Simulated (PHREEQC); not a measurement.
1 kg of water holding 0.014 mol/kgw K2CO3 and 0.096 mol/kgw Na2CO3 meets 20 L of dry gas (N2 1 by moles) at fixed total pressure, at 1 atm; fugacities by Peng-Robinson. The gases take part in no redox reaction, some water evaporates into the gas, and hydrates or a liquid gas phase aren't modelled. Nothing may precipitate in this run.

Model: ion-association model, phreeqc.dat, run in PHREEQC.

| T (°C) | dissolved N2 (mol/kgw) | φ of N2 |
|---|---|---|
| 10 | 0.000791 | 0.999 |
| 20 | 0.000663 | 1.000 |
| 30 | 0.000569 | 1.000 |
| 40 | 0.000496 | 1.000 |
| 50 | 0.000434 | 1.000 |
| 60 | 0.000375 | 1.000 |
| 70 | 0.000312 | 1.001 |
| 80 | 0.000236 | 1.002 |

At this temperature some constants are extrapolated from 25 °C, and those without enthalpy data are left unchanged.
